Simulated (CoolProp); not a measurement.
Vapour-liquid equilibrium of R1234yf (1) + R134a (2) at 0.0114 MPa; x and y are mole fractions of (1).

The numbers come from the multi-fluid Helmholtz-energy mixture model, Lemmon 2022 and Tillner-Roth 1994; pair parameters Bell 2022 in CoolProp.

```json
[
 {"x": "0.05", "bubble temperature (K)": "207.5", "y at the bubble point": "0.091", "dew temperature at overall composition x (K)": "(withheld)", "liquid density (mol/L)": "14.43"},
 {"x": "0.2", "bubble temperature (K)": "(withheld)", "y at the bubble point": "(withheld)", "dew temperature at overall composition x (K)": "206.7", "liquid density (mol/L)": "(withheld)"},
 {"x": "0.35", "bubble temperature (K)": "(withheld)", "y at the bubble point": "0.452", "dew temperature at overall composition x (K)": "205.7", "liquid density (mol/L)": "13.58"},
 {"x": "0.5", "bubble temperature (K)": "204.3", "y at the bubble point": "0.579", "dew temperature at overall composition x (K)": "204.7", "liquid density (mol/L)": "13.18"},
 {"x": "0.65", "bubble temperature (K)": "203.9", "y at the bubble point": "0.696", "dew temperature at overall composition x (K)": "204.0", "liquid density (mol/L)": "(withheld)"},
 {"x": "0.8", "bubble temperature (K)": "203.6", "y at the bubble point": "0.815", "dew temperature at overall composition x (K)": "203.6", "liquid density (mol/L)": "12.45"},
 {"x": "0.95", "bubble temperature (K)": "203.5", "y at the bubble point": "0.950", "dew temperature at overall composition x (K)": "203.5", "liquid density (mol/L)": "12.12"}
]
```

Task: Fill in the missing entries.

Result: 
- 0.05, dew temperature at overall composition x (K): 207.8
- 0.2, bubble temperature (K): 206.0
- 0.2, y at the bubble point: 0.300
- 0.2, liquid density (mol/L): 14.00
- 0.35, bubble temperature (K): 205.0
- 0.65, liquid density (mol/L): 12.81

y crosses x between x = 0.8 and 0.95: the model has an azeotrope there.

The pair parameters rest on a limited set of measurements; away from them the model extrapolates.
